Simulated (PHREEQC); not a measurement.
Dissolve 3 mmol/kgw HF, 3.2 mmol/kgw H2SiF6 and 1.7 mmol/kgw HCl at 25 °C and 50 atm. Closed to the air; pH follows from the charge balance.

The numbers come from PHREEQC with the ion-association model, phreeqc.dat.

Question: The ionic strength comes out as 0.0111 mol/kgw. What activity coefficients do H+, SiF6-2, Cl-, F-, HF2- get?

Answer: H+ 0.91, SiF6-2 0.66, Cl- 0.90, F- 0.90, HF2- 0.90.

Precipitation was switched off in this run. Examples of supersaturated solids here: Quartz (slow to form). Others may be too. Species that the database lacks are ignored. Under pressure, the constants of complexes without a molar volume in the database are unreliable. SiF6-2 is the database's only silicon fluoride.
